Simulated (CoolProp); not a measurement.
A single-stage vapour-compression cycle with the fluid: evaporating at 204.15 K (dew point), condensing at 251.15 K (bubble point), superheat 0 K, subcooling 5 K, compressor efficiency 0.75, no pressure losses. The same conditions are run with several fluids, on thermodynamics alone (safety and materials aside).

Values from CoolProp's reference Helmholtz-energy equation of state of each fluid (R22: Kamei 1995; chlorine: Thol 2021; R115: Lemmon 2016; ethane: Bücker 2006; propane: Lemmon 2009; R143a: Lemmon and Jacobsen 2000).

| fluid | cooling COP | pressure ratio | discharge temperature (K) | refrigerating effect (kJ/kg) | volumetric capacity (kJ/m³) |
|---|---|---|---|---|---|
| R22 | 2.78 | 10.4 | 327.9 | 205 | [?] |
| chlorine | 2.63 | 10.4 | 416.9 | 266 | 179 |
| R115 | 2.72 | [?] | 265.1 | 97.2 | 191 |
| ethane | 2.64 | 5.15 | 298.4 | 348 | 1720 |
| propane | [?] | [?] | 294.6 | 359 | 245 |
| R143a | 2.78 | 9.22 | 289.9 | 185 | [?] |

**Question.** Some entries are withheld; supply them.

**Answer.** 
- R22, volumetric capacity (kJ/m³): 231
- R115, pressure ratio: 9.69
- propane, cooling COP: 2.83
- propane, pressure ratio: 8.79
- R143a, volumetric capacity (kJ/m³): 298
